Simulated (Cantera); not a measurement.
A perfectly stirred reactor is fed with CH4 : O2 : N2 = 1 : 3.45 : 13 (molar parts), at 9750 Torr; it is adiabatic with a 450 K inlet, and is followed from long to short residence time, starting on the burning branch (τ in s: 0.21, 0.089, 0.038, 0.016, 0.007, 0.003, 0.0013, 0.00056, 0.00024, 0.0001, 4.4e-05, 1.9e-05).

Cantera simulation using GRI-Mech 3.0 (53 species, 325 reactions); the numbers are that mechanism's predictions, not measurements. The pressure lies above the range GRI-Mech 3.0 was tuned for (to about 10 atm).

x: mole fraction; the columns are a selection and need not sum to one.

| τ (s) | T (K) | x CH4 | x O2 | x C2H4 | x H | x HCO |
|---|---|---|---|---|---|---|
| 0.21 | 1747 | 2.56e-6 | 0.0830 | 5.15e-10 | 1.90e-7 | 6.58e-10 |
| 0.089 | 1747 | … | 0.0831 | … | … | … |
| 0.038 | 1746 | 1.13e-5 | 0.0831 | 9.20e-9 | 4.89e-7 | 3.58e-9 |
| 0.016 | 1744 | 2.25e-5 | 0.0832 | 3.28e-8 | 9.60e-7 | 8.44e-9 |
| 0.0070 | 1742 | 4.25e-5 | 0.0833 | 1.02e-7 | 1.94e-6 | 1.92e-8 |
| 0.0030 | 1736 | 8.25e-5 | 0.0837 | 3.18e-7 | 4.12e-6 | 4.51e-8 |
| 0.0013 | 1726 | 0.000166 | 0.0844 | 1.02e-6 | 8.65e-6 | 1.06e-7 |
| 0.00056 | 1698 | 0.000401 | 0.0862 | 4.39e-6 | 1.76e-5 | 2.59e-7 |
| 0.00024 | 450 | 0.0573 | 0.198 | <1e-12 | <1e-12 | <1e-12 |
| 0.00010 | 450 | 0.0573 | 0.198 | <1e-12 | <1e-12 | <1e-12 |
| 4.4e-5 | 450 | 0.0573 | 0.198 | <1e-12 | <1e-12 | <1e-12 |
| 1.9e-5 | 450 | 0.0573 | 0.198 | <1e-12 | <1e-12 | <1e-12 |

**Question.** Fill in the missing entries.

**Answer.** 
- 0.089, x CH4: 5.54e-6
- 0.089, x C2H4: 2.33e-9
- 0.089, x H: 2.83e-7
- 0.089, x HCO: 1.54e-9
